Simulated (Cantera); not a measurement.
A perfectly stirred reactor is fed with 22.5 % H2, 16.3 % O2, 61.2 % N2, at 615 Torr; it is adiabatic with a 498 K inlet, and is followed from long to short residence time, starting on the burning branch (τ in s: 0.021, 0.011, 0.0056, 0.0029, 0.0015, 0.00076, 0.00039, 0.0002, 0.0001, 5.4e-05).

Cantera simulation using the H2/O2 subset of GRI-Mech 3.0, which has no nitrogen chemistry; the numbers are that mechanism's predictions, not measurements.

One state of this run: T (K) = 1953; x H2 = 0.0115; x O2 = 0.0572; x H2O = 0.228; x H = 0.00697; x O = 0.00616; x HO2 = 1.27e-5; x OH = 0.0131. x: mole fraction; the columns are a selection and need not sum to one.

Task: Which value of τ (s) does it belong to?
A. 0.021
B. 0.00076
C. 0.00039
D. 0.0029

Result: B, 0.00076
